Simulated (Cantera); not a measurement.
# Thermodynamics of silicon nitride deposition, feed SiHCl3 + NH3 + H2 + N2

Feed: 1 mol SiHCl3, 0.19 mol NH3, 8.1 mol H2, 4.8 mol N2.

Method: chemical equilibrium by Gibbs-energy minimisation in Cantera with the NASA 1993 tables (ideal gas, pure condensed phases). Candidate condensed phases: NH4Cl, Si, Si3N4; 28 gas species. The tables' values for SiCl3 are old estimates. Equilibrium is a limit: real reactors are often held back by kinetics, nucleation or transport.

Q: Map the stable condensed phases over T = 550, 700, 850, 1000, 1150, 1300, 1450, 1600, 1750, 1900 °C and P in Pa = 5, 13, 36, 98, 260, 710, 1900, 5100, 14000, 37000, 100000.

A: 
```
T in °C \ P in Pa
              5     13     36     98    260    710   1900   5100  14000  37000 100000
   1900       A      A      A      A      A      A      B      B      B      B      B
   1750       A      A      A      A      A      B      B      B      B      B      C
   1600       A      A      A      B      B      B      B      B      C      C      C
   1450       A      B      B      B      B      B      C      C      C      C      C
   1300       B      B      B      C      C      C      C      C      C      C      C
   1150       C      C      C      C      C      C      C      C      C      C      C
   1000       C      C      C      C      C      C      C      C      C      C      C
    850       C      C      C      C      C      C      C      C      C      C      C
    700       C      C      C      C      C      C      C      C      C      C      C
    550       C      C      C      C      C      C      C      C      C      C      C
```
A: gas only; B: Si; C: Si3N4.
